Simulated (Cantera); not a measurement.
A Cantera script and its output.

```python
import numpy as np
import cantera as ct

gas = ct.Solution("gri30.yaml")
gas.TPX = 1375, 21000, {'N2O': 1, 'H2O': 0.0053}
reactor = ct.IdealGasConstPressureReactor(gas, energy="off", clone=False)
net = ct.ReactorNet([reactor])
net.rtol, net.atol = 1e-08, 1e-18
show = ['N2O', 'H2O', 'NO', 'O', 'HO2']
times = np.geomspace(1e-05, 2, 9)

steps = ct.SolutionArray(gas, extra=["t"])
rows = []
print(f"{'t/s':>10s}{'T/K':>9s}{'P/Pa':>11s}" + "".join(f"{s:>11s}" for s in show))
for t in times:
    while net.time < t:
        t_next = net.step()
        steps.append(gas.state, t=t_next)
    rows.append([np.interp(t, steps.t, y) for y in (steps.T, steps.P, *steps(*show).X.T)])
    print(f"{t:10.3e}{rows[-1][0]:9.1f}{rows[-1][1]:11.4g}" + "".join(f"{x:11.3e}" for x in rows[-1][2:]))
rate = np.gradient(steps.T, steps.t)
print("integrator steps:", len(steps.t))
if steps.T.max() > steps.T[0] + 200:
    print(f"time of steepest temperature rise: {steps.t[rate.argmax()]:.4e} s")
gas.TPX = 1375, 21000, {'N2O': 1, 'H2O': 0.0053}
gas.equilibrate("TP")
print(f"equilibrium (TP): T = {gas.T:.1f} K  " + "  ".join(f"{s} {gas[s].X[0]:.3e}" for s in show))
```

Output:

```
       t/s      T/K       P/Pa        N2O        H2O         NO          O        HO2
 1.000e-05   1375.0    2.1e+04  9.947e-01  5.272e-03  1.074e-06  8.803e-06  2.755e-10
 4.599e-05   1375.0    2.1e+04  9.946e-01  5.271e-03  1.310e-05  1.819e-05  1.697e-08
 2.115e-04   1375.0    2.1e+04  9.940e-01  5.269e-03  8.369e-05  1.936e-05  4.996e-07
 9.725e-04   1375.0    2.1e+04  9.913e-01  5.258e-03  4.060e-04  1.926e-05  4.509e-06
 4.472e-03   1375.0    2.1e+04  9.791e-01  5.229e-03  1.805e-03  1.904e-05  4.316e-06
 2.057e-02   1375.0    2.1e+04  9.256e-01  5.132e-03  7.882e-03  1.846e-05  1.799e-06
 9.457e-02   1375.0    2.1e+04  7.245e-01  4.777e-03  3.090e-02  1.789e-05  4.809e-07
 4.349e-01   1375.0    2.1e+04  2.787e-01  3.994e-03  8.052e-02  1.609e-05  8.637e-08
 2.000e+00   1375.0    2.1e+04  1.398e-02  3.537e-03  1.040e-01  4.616e-06  1.650e-08
integrator steps: 1391
equilibrium (TP): T = 1375.0 K  N2O 1.965e-08  H2O 3.517e-03  NO 7.284e-04  O 8.053e-07  HO2 1.313e-08
```

Model: GRI-Mech 3.0 (53 species, 325 reactions), integrated in Cantera. GRI-Mech 3.0 was tuned for natural gas; its chemistry of N2O as a main component is partial and can be far from experiment. The mechanism lacks the step 2 NO + O2 → 2 NO2, which can matter for NO2 below about 1400 K. The temperature is held fixed by assumption; the heat of reaction is taken as removed at once.
